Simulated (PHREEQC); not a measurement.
Solution (20 °C): 0.0019 mol HCl, 0.0015 mol FeSO4 and 0.0022 mol Fe2(SO4)3 per kg of water. Closed to the air; pH follows from the charge balance.

Computed with PHREEQC (ion-association model, phreeqc.dat).

This is a speciation only: nothing precipitates in the calculation.

What pH, ionic strength does the model give?

pH 2.72; ionic strength 0.0168 mol/kgw.

In which forms is S present?

SO4-2 47 %, FeSO4+ 40 %, HSO4- 5.4 %, Fe(SO4)2- 4.0 %, FeSO4 3.4 % of the S.

Saturation is exceeded, for instance for Hematite (slow to form), Goethite (slow to form); the values hold only as long as no solid forms.
